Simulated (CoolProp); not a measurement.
Vapour-liquid equilibrium of CHF3 (R23) (1) + R227EA (2) at 0.455 MPa; x and y are mole fractions of (1).

The numbers come from the multi-fluid Helmholtz-energy mixture model, Penoncello 2003 and Lemmon 2016; pair parameters Bell 2016 in CoolProp.

```json
[
 {"x": "0.05", "bubble temperature (°C)": "14.7", "y at the bubble point": "0.284", "dew temperature at overall composition x (°C)": "23.4", "liquid density (mol/L)": "8.608"},
 {"x": "0.15", "bubble temperature (°C)": "-3.3", "y at the bubble point": "0.643", "dew temperature at overall composition x (°C)": "19.8", "liquid density (mol/L)": "9.496"},
 {"x": "0.25", "bubble temperature (°C)": "-16.6", "y at the bubble point": "0.810", "dew temperature at overall composition x (°C)": "16.1", "liquid density (mol/L)": "10.36"},
 {"x": "0.35", "bubble temperature (°C)": "-26.1", "y at the bubble point": "0.889", "dew temperature at overall composition x (°C)": "12.0", "liquid density (mol/L)": "11.21"},
 {"x": "0.45", "bubble temperature (°C)": "-32.8", "y at the bubble point": "0.929", "dew temperature at overall composition x (°C)": "7.4", "liquid density (mol/L)": "12.09"},
 {"x": "0.55", "bubble temperature (°C)": "-37.7", "y at the bubble point": "0.953", "dew temperature at overall composition x (°C)": "2.3", "liquid density (mol/L)": "13.02"},
 {"x": "0.65", "bubble temperature (°C)": "-41.5", "y at the bubble point": "0.968", "dew temperature at overall composition x (°C)": "-3.7", "liquid density (mol/L)": "14.04"},
 {"x": "0.75", "bubble temperature (°C)": "-44.6", "y at the bubble point": "0.979", "dew temperature at overall composition x (°C)": "-11.1", "liquid density (mol/L)": "15.19"},
 {"x": "0.85", "bubble temperature (°C)": "-47.4", "y at the bubble point": "0.988", "dew temperature at overall composition x (°C)": "-21.0", "liquid density (mol/L)": "16.49"},
 {"x": "0.95", "bubble temperature (°C)": "-50.0", "y at the bubble point": "0.996", "dew temperature at overall composition x (°C)": "-37.1", "liquid density (mol/L)": "18.00"}
]
```

No azeotrope shows between x = 0.05 and 0.95.

The pair parameters rest on a limited set of measurements; away from them the model extrapolates. The gap from Raoult's law changes sign with composition, which may be real or a fault of the pair parameters; it wasn't checked against measurements.
